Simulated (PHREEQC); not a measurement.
A PHREEQC input (ion-association model, phreeqc.dat):

```
SOLUTION 1
  temp 25
  units mg/L
  pH 7.69
  pe -0.1
  Na 8890
  K 378
  Ca 259
  Mg 421
  Cl 13200
  S(6) 3920 as SO4
  Alkalinity 62.2 as HCO3
  Ba 2.75
  Sr 43.5
  Li 9.75
  Zn 30.1
END
USE solution 5
EQUILIBRIUM_PHASES 1
  CO2(g) -3.4 10
END
```

It stops with these messages:

```
ERROR: Solution 5 not found.
```

The fault: USE names a solution that was never defined. The line should read `USE solution 1` where the input has `USE solution 5`. With the mend the run ends at pH 7.94 and ionic strength 0.486 mol/kgw.
